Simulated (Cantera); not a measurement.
A jet of CH4 : O2 : N2 = 0.037 : 0.19 : 0.79 (molar parts), equivalence ratio 0.39 at 300 K and 12000 Pa hits a platinum plate 6.3 cm away at a mass flux of 0.066 kg/m²/s; the plate temperature is set and raised in steps from an oxygen-covered start.

Model: Deutschmann's 1995 Pt surface mechanism with GRI-Mech 3.0 gas chemistry, integrated in Cantera. Catalytic surfaces can have several steady states; this one follows from the mechanism file's or the stated starting coverage.

x: mole fraction at the wall; θ: surface coverage.

```json
[
 {"plate T (K)": "850", "wall x CH4": "0.0303", "wall x O2": "0.174", "wall x H2O": "0.0115", "wall x OH": "<1e-8", "wall x CO": "7.36e-6", "wall x CO2": "0.00751", "θ free Pt": "0.113", "θ O*": "0.886", "θ OH*": "0.000979"},
 {"plate T (K)": "900", "wall x CH4": "0.0244", "wall x O2": "0.161", "wall x H2O": "0.0225", "wall x OH": "3.02e-8", "wall x CO": "8.48e-6", "wall x CO2": "0.0148", "θ free Pt": "0.169", "θ O*": "0.830", "θ OH*": "0.00129"},
 {"plate T (K)": "950", "wall x CH4": "0.0182", "wall x O2": "0.148", "wall x H2O": "0.0339", "wall x OH": "9.39e-8", "wall x CO": "8.76e-6", "wall x CO2": "0.0223", "θ free Pt": "0.232", "θ O*": "0.766", "θ OH*": "0.00146"},
 {"plate T (K)": "1000", "wall x CH4": "…", "wall x O2": "0.137", "wall x H2O": "…", "wall x OH": "…", "wall x CO": "8.63e-6", "wall x CO2": "…", "θ free Pt": "…", "θ O*": "…", "θ OH*": "0.00148"},
 {"plate T (K)": "1050", "wall x CH4": "…", "wall x O2": "0.130", "wall x H2O": "…", "wall x OH": "…", "wall x CO": "8.45e-6", "wall x CO2": "…", "θ free Pt": "…", "θ O*": "…", "θ OH*": "0.00141"}
]
```

Task: What belongs in the gaps?

Result: 
- 1000, wall x CH4: 0.0133
- 1000, wall x H2O: 0.0429
- 1000, wall x OH: 2.64e-7
- 1000, wall x CO2: 0.0283
- 1000, θ free Pt: 0.299
- 1000, θ O*: 0.699
- 1050, wall x CH4: 0.00983
- 1050, wall x H2O: 0.0492
- 1050, wall x OH: 6.41e-7
- 1050, wall x CO2: 0.0325
- 1050, θ free Pt: 0.367
- 1050, θ O*: 0.632
